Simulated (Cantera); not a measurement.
Input: 1 mol (CH3)2SiCl2, 0.056 mol C3H8, 18 mol H2, 0.86 mol HCl, held at 750 Pa.

These are equilibrium values from Cantera (NASA tables, ideal gas, pure condensed phases), not measurements of a reactor. Candidate condensed phases: C, C6H6, C7H8, C8H18, Si, SiC; 109 gas species. The feed counts by its element totals alone. The tables' values for SiCl are old estimates; treat these amounts as uncertain. Gases not in the tables: Si2H6 and higher silanes. Equilibrium is a limit: real reactors are often held back by kinetics, nucleation or transport. All values below are at 2475 K.

Base state: H2 0.646, H 0.209, HCl 0.0836, Si 0.0264, Cl 0.0191, SiC2 0.00637, C2H2 (acetylene) 0.00628, SiCl 0.00111 (mole fractions); condensed: C(graphite).

Task: What changes in the equilibrium state with this change: pressure from 750 Pa to 1330 Pa?

Result: 
| species | before | after |
|---|---|---|
| H2 | 0.646 | 0.690 |
| H | 0.209 | 0.162 |
| HCl | 0.0836 | 0.0894 |
| Cl | 0.0191 | 0.0148 |
| Si | 0.0264 | 0.0254 |
| SiCl2 | 0.000820 | 0.00150 |
| SiH2 | 3.04e-5 | 5.56e-5 |
| C | 1.57e-5 | 8.82e-6 |
| C(graphite), mol | 1.45 | 1.45 |
